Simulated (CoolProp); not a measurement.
Vapour-liquid equilibrium of propane (1) + toluene (2) at 50.1 kPa; x and y are mole fractions of (1).

Values from CoolProp's multi-fluid Helmholtz-energy mixture model, Lemmon 2009 and Lemmon 2006; pair parameters Bell 2016.

| x | bubble temperature, mixture model (°C) | bubble temperature, Raoult's law (°C) | y, mixture model | y, Raoult's law |
|---|---|---|---|---|
| 0.05 | 1.7 | 24.2 | 0.980 | 0.931 |
| 0.2 | -38.3 | -19.4 | 0.999 | 0.996 |
| 0.35 | -47.1 | -34.0 | 1.000 | 0.999 |
| 0.5 | -50.5 | -42.4 | 1.000 | 1.000 |
| 0.65 | -52.3 | -48.1 | 1.000 | 1.000 |
| 0.8 | -53.8 | -52.5 | 1.000 | 1.000 |
| 0.95 | -56.0 | -55.9 | 1.000 | 1.000 |

The largest gap from Raoult's law is -22.5 K in bubble temperature, at x = 0.05. No azeotrope shows between x = 0.05 and 0.95.

Pair parameters are fitted to limited data, so mixtures are less certain than the pure fluids. With so large a gap from Raoult's law the liquid may split in two, which this calculation doesn't test in full.
